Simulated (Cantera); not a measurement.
Feed: 1 mol Si₃N₄, 5.5 mol H₂, held at 14.0 Pa.

Equilibrium computed with Cantera from the NASA thermochemical tables; the gas is ideal and each condensed phase is pure. Candidate condensed phases: Si, Si₃N₄; 18 gas species. Gases not in the tables: Si₂H₆ and higher silanes. Kinetics and transport are ignored.

**Question.** What share of the Si ends up in condensed phases as a function of T (K), at 1675, 1725, 1775, 1825, 1875, 1925, 1975?

**Answer.** 
| T (K) | Si condensed (%) | as |
|---|---|---|
| 1675 | 99.2 | Si(s) |
| 1725 | 98.1 | Si(l) |
| 1775 | 95.8 | Si(l) |
| 1825 | 91.1 | Si(l) |
| 1875 | 81.6 | Si(l) |
| 1925 | 61.8 | Si(l) |
| 1975 | 17.4 | Si(l) |
